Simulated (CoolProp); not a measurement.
Vapour-liquid equilibrium of R124 (1) + R142b (2) at 313.8 K; x and y are mole fractions of (1).

Model: multi-fluid Helmholtz-energy mixture model, de Vries 1995 and Lemmon 2006; pair parameters Bell 2016, in CoolProp.

### Question
Give the bubble pressure and the first vapour's composition at x = 0.2, 0.65, 0.95. Is there an azeotrope?

### Answer
x = 0.2: 542.4 kPa, y = 0.213; x = 0.65: 569.6 kPa, y = 0.675; x = 0.95: 598.3 kPa, y = 0.957. No azeotrope shows between x = 0.05 and 0.95.

The pair parameters rest on a limited set of measurements; away from them the model extrapolates.
